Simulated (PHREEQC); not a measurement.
0.074 g of hydrous ferric oxide (600 m²/g; 0.2 weak and 0.005 strong sites per Fe, Dzombak-Morel constants, diffuse double layer) in 1 kg of water with 0.3 mol/kgw of an inert sodium salt and 3.6e-07 mol ZnSO4, at 25 °C; the pH is set by adding NaOH or the inert anion's acid. O2 is buffered at 0.21 atm. CO2 from the air is kept out. Precipitation was switched off in this run.

Base run: PHREEQC, ion-association model, wateq4f.dat. Each further column changes one thing. The table gives Zn sorbed (%).

| pH | base | no electrostatic term (-no_edl) | background salt from 0.3 to 0.03 mol/kgw | oxide from 0.074 to 0.37 g/kgw |
|---|---|---|---|---|
| 4 | 0.0 | 0.0 | 0.0 | 0.0 |
| 5 | 0.5 | 0.6 | 0.5 | (withheld) |
| 6 | 21.1 | 36.8 | 22.4 | (withheld) |
| 6.5 | 65.3 | (withheld) | (withheld) | 90.7 |
| 7.5 | 99.0 | 99.5 | 99.3 | 99.8 |
| 8.5 | 100.0 | (withheld) | 100.0 | 100.0 |
| 9.5 | 100.0 | 99.5 | 100.0 | 100.0 |
| 10 | 100.0 | (withheld) | 100.0 | 100.0 |
| 11 | 99.8 | (withheld) | 100.0 | 100.0 |
| 12 | 80.7 | 0.0 | 98.6 | 95.7 |

Task: What belongs in the gaps?

Result: 
- 5, oxide from 0.074 to 0.37 g/kgw: 2.2
- 6, oxide from 0.074 to 0.37 g/kgw: 57.4
- 6.5, no electrostatic term (-no_edl): 83.5
- 6.5, background salt from 0.3 to 0.03 mol/kgw: 68.3
- 8.5, no electrostatic term (-no_edl): 99.9
- 10, no electrostatic term (-no_edl): 96.2
- 11, no electrostatic term (-no_edl): 17.2
